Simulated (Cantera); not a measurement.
A freely propagating, adiabatic, planar premixed flame of 34.8 % CO, 3.83 % H2, 12.9 % O2, 48.4 % N2, equivalence ratio 1.5, unburnt at 450 K and 200000 Pa; mixture-averaged transport, grid criteria slope 0.08 and curve 0.16, no radiation.

Computed with Cantera and GRI-Mech 3.0 (53 species, 325 reactions). Burning velocities carry a grid error of a few per cent, more on coarse grids.

Q: Predict: laminar burning velocity; thermal thickness; peak x(H2O2); peak x(O).

A: 
* **laminar burning velocity**: 131 cm/s
* **thermal thickness**: 0.273 mm
* **peak x(H2O2)**: 7.67e-5
* **peak x(O)**: 0.0133
